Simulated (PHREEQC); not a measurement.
Consider water at 20 °C with 0.016 mol/kgw NaCl, 0.56 mol/kgw Na2SO4 and 0.0014 mol/kgw MgCl2. Closed to the air; pH follows from the charge balance.

The numbers come from PHREEQC with the ion-association model, phreeqc.dat.

No solid was allowed to form.

Problem. Order these S species by the share of S that they hold, largest first: NaSO4-, MgSO4, SO4-2.

Solution. SO4-2 (58 %), NaSO4- (42 %), MgSO4 (0.17 %)

The ionic strength is 1.23 mol/kgw. The ionic strength is past about 0.7 mol/kgw, beyond the range of this activity model, so the values are rough.
